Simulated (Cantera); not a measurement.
A Cantera script and what it prints.

```python
import numpy as np
import cantera as ct

gas_names = [...]  # 136 gases of nasa_gas.yaml made of C, H, N, O
cond_names = """
    C(gr) C6H6(L) C7H8(L) C8H18(L),n-octa H2O(s) H2O(L)
""".split()


# ... load() reads the species with a 1 bar reference pressure and builds the phases ...
atoms = {
    'C2H5OH': {'C': 2, 'H': 6, 'O': 1},
    'O2': {'O': 2},
    'N2': {'N': 2},
}
top_T = {'C(gr)': 4500}  # K; cautious upper limits of use, not melting points


# ... equilibrate(T, P, feed) seeds the gas with the atoms and calls Mixture.equilibrate('TP', solver="vcs", rtol=1e-11, max_steps=5000) ...
results = []
feed = {'C2H5OH': 1, 'O2': 0.55, 'N2': 2.6}  # mol
T = 1648  # K
P = 2600  # Pa
mix = equilibrate(T, P, feed)
results.append((T, P, feed, dict(zip(mix.species_names, mix.species_moles))))
x = sorted(zip(gas.X, gas.species_names), reverse=True)
print(f"T = {T:g} K  P = {P:g} Pa  gas = {mix.phase_moles(0):.4g} mol")
print("   x: " + "  ".join(f"{s} {v:.3e}" for v, s in x if v > 1e-06))
print("   condensed (mol): " + ("  ".join(f"{mix.phase(i).name} {mix.phase_moles(i):.4g}"
      for i in range(1, mix.n_phases) if mix.phase_moles(i) > 1e-12) or "none"))
```

Output:

```
T = 1648 K  P = 2600 Pa  gas = 7.601 mol
   x: H2 3.836e-01  N2 3.420e-01  CO 2.608e-01  H2O 1.085e-02  CO2 2.303e-03  H 3.421e-04
   condensed (mol): none
```

Method: chemical equilibrium by Gibbs-energy minimisation in Cantera with the NASA 1993 tables (ideal gas, pure condensed phases).
